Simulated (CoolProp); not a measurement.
Saturation properties of propane (Tc = 369.9 K, pc = 4.251 MPa, ω = 0.152).

Values from CoolProp's reference Helmholtz-energy equation of state, Lemmon 2009.

| T (K) | p (MPa) | vapour density (kg/m³) | enthalpy of vaporisation (kJ/kg) | liquid conductivity (mW/(m K)) |
|---|---|---|---|---|
| 249.4 | 0.2132 | 4.838 | 405.2 | ? |
| 262.3 | 0.3357 | ? | 389.4 | 112 |
| 275.2 | 0.5049 | 10.99 | 372.0 | 105 |
| 288.2 | 0.7325 | 15.83 | 352.4 | 98.6 |
| 301.1 | 1.026 | ? | 330.5 | 92.5 |
| 314.1 | 1.400 | 30.89 | 305.1 | 86.6 |
| 327 | 1.861 | ? | ? | 81.1 |
| 339.9 | 2.426 | 58.73 | 239.3 | 75.7 |
| 352.9 | 3.117 | 83.78 | 190.9 | 70.4 |

Q: What belongs in the gaps?

A: 
- 249.4, liquid conductivity (mW/(m K)): 119
- 262.3, vapour density (kg/m³): 7.430
- 301.1, vapour density (kg/m³): 22.25
- 327, vapour density (kg/m³): 42.48
- 327, enthalpy of vaporisation (kJ/kg): 275.5

It boils at 231.0 K under 1 atm.

Thermal conductivity comes from a separate model (Marsh 2002).
